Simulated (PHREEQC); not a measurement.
A PHREEQC input (ion-association model, phreeqc.dat):

```
SOLUTION 1
  temp 85
  units mg/kgw
  pH 6.75
  pe 9.1
  Na 3.23
  K 1.32e-07
  Ca 10.6
  Mg 3.01
  Cl 11.6 charge
  Li 0.1 charge
  S(6) 8.37 as SO4
  Alkalinity 24.6 as HCO3
  B 0.00104
END
USE solution 1
EQUILIBRIUM_PHASES 1
  Quartz 0 0.5
  CO2(g) -2.5 10
END
```

It stops with these messages:

```
ERROR: Charge balance specified for more than one species.
ERROR: Program terminating due to input errors.
```

The fault: two constituents marked charge. The line should read `Cl 11.6` where the input has `Cl 11.6 charge / Li 0.1 charge`. With the mend the run ends at pH 7.34 and ionic strength 0.00134 mol/kgw.
